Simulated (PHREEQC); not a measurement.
Make-up at 25 °C: 0.0086 mol/kgw CaCl2, 0.14 mol/kgw Na2SO4 and 0.0068 mol/kgw KCl. Closed to the air; pH follows from the charge balance.

All values are PHREEQC results (ion-association model, phreeqc.dat), not measurements.

Question: The ionic strength comes out as 0.372 mol/kgw. What activity coefficients do Cl-, Na+, Ca+2, NaSO4-, SO4-2 get?

Answer: Cl- 0.67, Na+ 0.72, Ca+2 0.28, NaSO4- 0.71, SO4-2 0.23.

This is a speciation only: nothing precipitates in the calculation. Complexes and solids missing from the database can't appear.
